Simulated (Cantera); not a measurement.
Input (Python, Cantera) and output of one run.

```python
import numpy as np
import cantera as ct

gas_names = """
    F
""".split()
cond_names = """
    PbF2(a) PbF2(b) PbF2(L) S(cr1) S(cr2) S(L) PbS(s) PbS(L)
""".split()


# ... load() reads the species with a 1 bar reference pressure and builds the phases ...
species = {s.name: s for s in load("nasa_gas.yaml", gas_names) + load("nasa_condensed.yaml", cond_names)}
# Each term lists the table entries of one substance; the one whose range holds T is used.
reactions = {
    'PbF2 + S = PbS + 2 F(g)':
        [(-1, ['PbF2(a)', 'PbF2(b)', 'PbF2(L)']), (-1, ['S(cr1)', 'S(cr2)', 'S(L)']), (1, ['PbS(s)', 'PbS(L)']), (2, ['F'])],
}


def pick(names, T):
    return next(species[n] for n in names if species[n].thermo.min_temp <= T <= species[n].thermo.max_temp)


results = []
for label, terms in reactions.items():
    print(label)
    print("     T/K   dH/kJ  dS/(J/K)   dG/kJ   log10 K")
    for T in [300, 473, 548, 623, 698, 773, 848, 923, 998]:
        used = [(nu, pick(names, T)) for nu, names in terms]
        dH = sum(nu * s.thermo.h(T) for nu, s in used) / 1e6
        dS = sum(nu * s.thermo.s(T) for nu, s in used) / 1e3
        dG = dH - T * dS / 1e3
        logK = -dG * 1e6 / (ct.gas_constant * T * np.log(10))
        results.append((label, T, dH, dS, dG, logK, [s.name for _, s in used]))
        print(f"{T:8g} {dH:8.1f} {dS:8.1f} {dG:8.1f} {logK:8.2f}")
```

It prints:

```
PbF2 + S = PbS + 2 F(g)
     T/K   dH/kJ  dS/(J/K)   dG/kJ   log10 K
     300    737.4    263.8    658.3  -114.61
     473    733.4    253.9    613.3   -67.73
     548    731.6    250.3    594.4   -56.66
     623    727.5    243.3    575.9   -48.28
     698    722.3    235.5    557.9   -41.75
     773    717.6    229.1    540.5   -36.53
     848    714.3    225.0    523.5   -32.25
     923    712.2    222.6    506.7   -28.68
     998    710.3    220.6    490.1   -25.65
```

Source: NASA polynomial tables (part measured, part estimated), evaluated in Cantera. Condensed species are held in their standard states even where they would react or evaporate.
